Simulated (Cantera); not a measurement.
**Hydrocarbon pyrolysis for carbon deposition**

An isothermal, constant-pressure homogeneous reactor starts with C2H4 : H2 : H2O = 1 : 5.8 : 0.11 (molar parts), at 1898 K and 47.0 Pa.

Detailed kinetics in Cantera: GRI-Mech 3.0 (53 species, 325 reactions). GRI-Mech 3.0 was tuned for natural gas; its chemistry of ethylene as a main component is partial and can be far from experiment. GRI-Mech 3.0 stops at C3 and has no aromatics, soot or wall deposition, so with more carbon than oxygen in the feed, carbon stays in small species such as C2H2 where larger ones or solid carbon would form. Radical loss at walls, strong at low pressure, is not modelled.

| t (s) | x C2H4 | x H2 | x H | x C2H6 | x C2H | x CH4 |
|---|---|---|---|---|---|---|
| 0.000400 | 0.144 | 0.839 | 1.25e-6 | 1.27e-9 | 9.95e-12 | 5.34e-11 |
| 0.00111 | 0.143 | 0.840 | 3.54e-6 | 5.35e-9 | 7.86e-11 | 1.08e-9 |
| 0.00308 | 0.140 | 0.840 | 9.91e-6 | 1.27e-8 | 6.07e-10 | 1.80e-8 |
| 0.00854 | 0.132 | 0.841 | 2.74e-5 | 1.62e-8 | 4.57e-9 | 1.61e-7 |
| 0.0237 | 0.112 | 0.844 | 7.33e-5 | 1.41e-8 | 3.20e-8 | 9.35e-7 |
| 0.0658 | 0.0687 | 0.850 | 0.000166 | 8.72e-9 | 1.68e-7 | 4.23e-6 |
| 0.182 | 0.0159 | 0.857 | 0.000278 | 2.05e-9 | 4.73e-7 | 1.17e-5 |
| 0.506 | 0.000154 | 0.859 | 0.000589 | 1.99e-11 | 1.12e-6 | 2.79e-5 |
| 1.40 | 1.00e-5 | 0.858 | 0.00164 | 1.81e-11 | 3.13e-6 | 0.000145 |
| 3.90 | 4.63e-6 | 0.855 | 0.00464 | 3.44e-9 | 8.78e-6 | 0.00105 |
| 10.8 | 4.96e-6 | 0.855 | 0.00924 | 1.95e-8 | 1.68e-5 | 0.00182 |
| 30.0 | 1.27e-6 | 0.853 | 0.0168 | 4.07e-10 | 2.98e-5 | 0.000214 |
x: mole fraction; the columns are a selection and need not sum to one.

Equilibrium at this temperature and pressure: C2H4 5.57e-7, H2 0.837, H 0.0332, C2H6 <1e-12, C2H 5.95e-5, CH4 3.55e-6 (gas phase only).
